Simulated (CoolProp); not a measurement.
The fluoroketone C6F12O (FK-5-1-12) along the isotherm 500 K: Z from the reference equation and from simpler models built on Tc = 441.8 K, pc = 1869 kPa, ω = 0.471; each cubic takes its own stable root.

Computed with CoolProp (reference Helmholtz-energy equation of state, McLinden 2015).

```tsv
p (kPa)	phase	reference
8.87	gas	0.9990
14.3	gas	0.9983
23.1	gas	0.9973
37.4	gas	0.9956
60.4	gas	0.9929
97.6	gas	0.9885
158	gas	0.9813
255	gas	0.9698
412	gas	0.9509
665	gas	0.9201
1070	gas	0.8691
1740	gas	0.7787
2800	supercritical	0.6248
```

Problem. How far does each simpler model (Redlich-Kwong, Peng-Robinson) lie from the reference over these 13 states: mean and median of the absolute difference, and the worst?

Solution. 
- Redlich-Kwong: mean 1.4 %, median 0.2 %, worst -10.1 % at 500 K and 2800 kPa
- Peng-Robinson: mean 0.4 %, median 0.1 %, worst -1.8 % at 500 K and 1740 kPa
